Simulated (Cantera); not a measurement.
Charge: 1 mol MgO, 4.1 mol HCl, 32 mol N₂, equilibrated at 2.18 Torr.

Equilibrium computed with Cantera from the NASA thermochemical tables; the gas is ideal and each condensed phase is pure. Candidate condensed phases: H₂O, Mg, MgCl₂, MgO, Mg(OH)₂, NH₄Cl; 38 gas species. Rates play no part. All values below are at 1302 °C.

Base state: N₂ 0.886, HCl 0.0933, MgCl₂ 0.00913, H₂O 0.00912, Cl 0.00187, H₂ 0.000934, H 2.36e-5 (mole fractions); condensed: MgO(s).

Q: What changes in the equilibrium state with this change: pressure from 2.18 Torr to 0.428 Torr?

A: 
```tsv
species	before	after
N₂	0.886	0.885
HCl	0.0933	0.0921
MgCl₂	0.00913	0.00901
Cl	0.00187	0.00321
H₂	0.000934	0.00158
H	2.36e-5	6.92e-5
OH	8.36e-6	1.43e-5
H₂O	0.00912	0.00900
MgO(s), mol	0.670	0.674
```
